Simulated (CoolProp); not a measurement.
Saturated liquid density (kg/m³) of ammonia: the reference equation beside estimates from Tc = 405.6 K, pc = 113.6 bar, ω = 0.256. Rackett uses Z = 0.29056 − 0.08775 ω.

Model: reference Helmholtz-energy equation of state, Gao 2020, in CoolProp.

```csv
T (K),reference,Rackett,van der Waals,Peng-Robinson
214.7,711.7,618.6,370.0,631.9
221.3,703.9,612.1,366.4,626.2
227.9,696.1,605.5,362.7,620.4
234.5,688.1,598.7,358.9,614.3
241.1,680.1,591.9,355.1,607.9
247.7,671.9,584.9,351.2,601.3
254.3,663.5,577.8,347.1,594.4
260.9,655.0,570.6,343.0,587.2
267.5,646.3,563.2,338.7,579.8
274.1,637.3,555.7,334.3,571.9
280.7,628.2,548.0,329.8,563.7
287.3,618.9,540.1,325.2,555.1
293.8,609.4,532.2,320.4,546.3
300.4,599.6,523.9,315.5,536.8
307,589.4,515.4,310.3,526.9
```

Absolute difference from the reference over all 15 rows, mean and median: Rackett 12.9 and 12.9 %, van der Waals 47.7 and 47.6 %, Peng-Robinson 10.6 and 10.5 %.
